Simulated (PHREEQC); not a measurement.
PHREEQC input (ion-association model, wateq4f.dat):

```
SOLUTION_MASTER_SPECIES
  An  An-  0  An  62.0  # stands for a non-complexing anion
SOLUTION_SPECIES
  An- = An-
    -log_k 0
    -gamma 3.0 0
PHASES
  Fix_H+
    H+ = H+
    -log_k 0
SOLUTION 1
  temp 25
  units mmol/kgw
  pH 7 charge
  As(3) 0.002
  Na 1.002
  An 1
END
SELECTED_OUTPUT 1
  -reset false
  -pH true
  -pe true
  -ionic_strength true
  -water true
  -totals As Na As(3) As(5)
  -molalities Hfo_wOH Hfo_wOH2+ Hfo_wO- Hfo_sOH Hfo_sOH2+ Hfo_sO- Hfo_wH2AsO3
  -saturation_indices Arsenolite
USER_PUNCH 1
  -headings sigma psi
  10 PUNCH EDL("sigma", "Hfo"), EDL("psi", "Hfo")
PRINT
  -reset false
USE solution 1
SURFACE 1
  Hfo_wOH 5.16854e-05 600 0.023
  Hfo_sOH 1.29213e-06
EQUILIBRIUM_PHASES 1
  Fix_H+ -4 HAn 10
    -force_equality true
END
# ... the last block is repeated for the other 12 points of pH, with NaOH or the acid as the point needs
```

Selected output (columns that matter, 13 of 13 rows; pH added in front):

```
pH	mu	As	Na	m_Hfo_wOH	m_Hfo_wOH2+	m_Hfo_wO-	m_Hfo_sOH	m_Hfo_sOH2+	m_Hfo_sO-	m_Hfo_wH2AsO3	si_Arsenolite	sigma	psi
4	0.0011139	2.2161e-07	0.001002	3.1213e-05	1.7413e-05	1.2817e-06	8.0812e-07	4.5082e-07	3.3185e-08	1.7784e-06	-11.929	0.11571	0.20962
4.5	0.0010402	2.0092e-07	0.001002	3.4828e-05	1.2905e-05	2.1532e-06	9.0209e-07	3.3427e-07	5.577e-08	1.799e-06	-12.014	0.07713	0.19055
5	0.0010159	1.9139e-07	0.001002	3.6756e-05	1.0038e-05	3.0832e-06	9.5221e-07	2.6005e-07	7.9875e-08	1.8086e-06	-12.056	0.049888	0.16881
5.5	0.0010075	1.872e-07	0.001002	3.7672e-05	8.2678e-06	3.9324e-06	9.7604e-07	2.1421e-07	1.0188e-07	1.8127e-06	-12.075	0.031098	0.14485
6	0.0010044	1.8555e-07	0.001002	3.8059e-05	7.208e-06	4.6037e-06	9.861e-07	1.8675e-07	1.1928e-07	1.8144e-06	-12.084	0.01868	0.11906
6.5	0.0010031	1.8517e-07	0.001002	3.8207e-05	6.5848e-06	5.0787e-06	9.8993e-07	1.7061e-07	1.3159e-07	1.8147e-06	-12.087	0.010802	0.091905
7	0.0010025	1.8577e-07	0.001002	3.826e-05	6.2167e-06	5.3943e-06	9.913e-07	1.6107e-07	1.3976e-07	1.8141e-06	-12.088	0.0058978	0.06384
7.5	0.0010022	1.8833e-07	0.001002	3.828e-05	5.989e-06	5.6051e-06	9.9175e-07	1.5516e-07	1.4522e-07	1.8116e-06	-12.09	0.0027512	0.035234
8	0.001002	1.9661e-07	0.001002	3.8291e-05	5.8279e-06	5.7633e-06	9.9187e-07	1.5097e-07	1.4929e-07	1.8033e-06	-12.094	0.00046114	0.0063639
8.5	0.0010034	2.2235e-07	0.0010036	3.8309e-05	5.6823e-06	5.9167e-06	9.9183e-07	1.4712e-07	1.5318e-07	1.7775e-06	-12.107	-0.001684	-0.022552
9	0.0010108	2.9906e-07	0.0010111	3.8357e-05	5.5089e-06	6.1183e-06	9.9156e-07	1.4241e-07	1.5816e-07	1.7008e-06	-12.146	-0.0043744	-0.051301
9.5	0.0010338	5.0278e-07	0.0010344	3.848e-05	5.2629e-06	6.4453e-06	9.9069e-07	1.355e-07	1.6594e-07	1.4971e-06	-12.26	-0.0084824	-0.079623
10	0.0011059	9.1294e-07	0.001107	3.869e-05	4.8774e-06	7.0308e-06	9.8803e-07	1.2456e-07	1.7955e-07	1.087e-06	-12.543	-0.015442	-0.10711
```

Species that the database lacks are ignored.
